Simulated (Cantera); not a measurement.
Cantera run, input and output.

```python
import numpy as np
import cantera as ct

surf = ct.Interface("diamond.yaml", "diamond_100")
gas, bulk = surf.adjacent["gas"], surf.adjacent["diamond"]
k = surf.kinetics_species_index(bulk.species_names[0])
cover = ["c6HH", "c6H*", "c6*H", "c6**", "c6HM", "c6B"]

rows, drift = [], 0.0
print(f"{'xH':>10s}{'um/h':>11s}" + "".join(f"{s:>11s}" for s in cover))
for v in [0.0001, 0.0002, 0.00041, 0.00083, 0.0017, 0.0034, 0.0068, 0.014, 0.028]:
    T, P, xH, xCH3 = 1250, 1100, v, 1.6e-05
    gas.TPX = T, P, {"H": xH, "CH3": xCH3, "CH4": 0.0052, "H2": 1 - xH - xCH3 - 0.0052}
    surf.TP = bulk.TP = T, P
    surf.coverages = "c6H*:0.1, c6HH:0.9"
    surf.advance_coverages(100.0)
    before = surf.coverages
    surf.advance_coverages(100.0)
    drift = max(drift, np.max(np.abs(surf.coverages - before) / (surf.coverages + 1e-9)))
    rate = surf.net_production_rates[k] * bulk.mean_molecular_weight / bulk.density * 3.6e9
    rows.append([rate, *surf[cover].coverages])
    print(f"{v:10.4g}{rate:11.4e}" + "".join(f"{x:11.3e}" for x in rows[-1][1:]))
```

It prints:

```
        xH       um/h       c6HH       c6H*       c6*H       c6**       c6HM        c6B
    0.0001 8.3767e-04  6.379e-01  2.824e-02  3.291e-01  4.674e-03  9.638e-06  2.273e-12
    0.0002 2.5967e-03  5.513e-01  3.468e-02  4.042e-01  9.671e-03  1.260e-05  7.046e-12
   0.00041 6.1101e-03  4.878e-01  3.913e-02  4.561e-01  1.683e-02  1.573e-05  1.658e-11
   0.00083 1.0769e-02  4.495e-01  4.158e-02  4.846e-01  2.422e-02  1.861e-05  2.922e-11
    0.0017 1.5738e-02  4.276e-01  4.283e-02  4.991e-01  3.033e-02  2.085e-05  4.271e-11
    0.0034 2.0618e-02  4.163e-01  4.342e-02  5.059e-01  3.427e-02  2.211e-05  5.595e-11
    0.0068 2.6620e-02  4.104e-01  4.371e-02  5.092e-01  3.660e-02  2.249e-05  7.224e-11
     0.014 3.6275e-02  4.073e-01  4.387e-02  5.109e-01  3.791e-02  2.194e-05  9.843e-11
     0.028 5.1667e-02  4.058e-01  4.397e-02  5.116e-01  3.857e-02  2.039e-05  1.402e-10
```

Model: the Harris–Goodwin 1993 mechanism for the reconstructed diamond (100) surface, integrated in Cantera.
